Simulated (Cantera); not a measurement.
A closed system holds: 1 mol MgO, 0.069 mol H₂S, 0.64 mol N₂, held at 852 °C and 7.50 Torr.

Equilibrium computed with Cantera from the NASA thermochemical tables; the gas is ideal and each condensed phase is pure. Candidate condensed phases: H₂O, H₂SO₄, Mg, MgO, Mg(OH)₂, MgS, MgSO₄, S; 43 gas species. Mutual solubility and eutectic melting of coexisting phases are not modelled. Gases not in the tables: S₃ to S₇. Rates play no part.

Base state: N₂ 0.878, H₂ 0.0550, H₂S 0.0372, S₂ 0.0275, H₂O 0.00243, SH 8.63e-5 (mole fractions); condensed: MgO(s) + MgS(s).

What changes in the equilibrium state with this change: H₂S from 0.069 to 0.26 mol?


```
species       before     after
-----------  -------  --------
N₂             0.878     0.665
H₂S           0.0372     0.133
H₂            0.0550     0.129
S₂            0.0275    0.0642
H₂O          0.00243   0.00870
SH           8.63e-5  0.000202
MgO(s), mol    0.998     0.992
MgS(s), mol  0.00177   0.00837
```

What changes in the equilibrium state with this change: N₂ from 0.64 to 32 mol?


```
species       before     after
-----------  -------  --------
N₂             0.878     0.997
H₂            0.0550   0.00189
S₂            0.0275  0.000947
H₂S           0.0372  0.000238
H₂O          0.00243   1.56e-5
SH           8.63e-5   2.97e-6
MgO(s), mol    0.998     1.000
MgS(s), mol  0.00177  0.000500
```
